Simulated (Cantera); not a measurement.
Feed: 1 mol SiCl4, 0.0056 mol Cl2, 5.6 mol N2, equilibrated at 1548 K and 0.975 Torr.

Cantera equilibrium calculation (NASA polynomials, part measured and part estimated; ideal gas, pure solids and liquids). Candidate condensed phases: Si, Si3N4; 13 gas species. The tables' values for SiCl3 are old estimates; treat these amounts as uncertain. The numbers say what is thermodynamically allowed, not how fast it happens.

Base state: N2 0.824, SiCl4 0.125, Cl 0.0287, SiCl3 0.0160, SiCl2 0.00570, Cl2 0.000168 (mole fractions); condensed: gas only.

Q: What changes in the equilibrium state with this change: pressure from 0.975 Torr to 7.50 Torr?

A: 
```csv
species,before,after
N2,0.824,0.840
SiCl4,0.125,0.142
Cl,0.0287,0.00997
SiCl3,0.0160,0.00679
SiCl2,0.00570,0.000906
Cl2,0.000168,0.000156
```
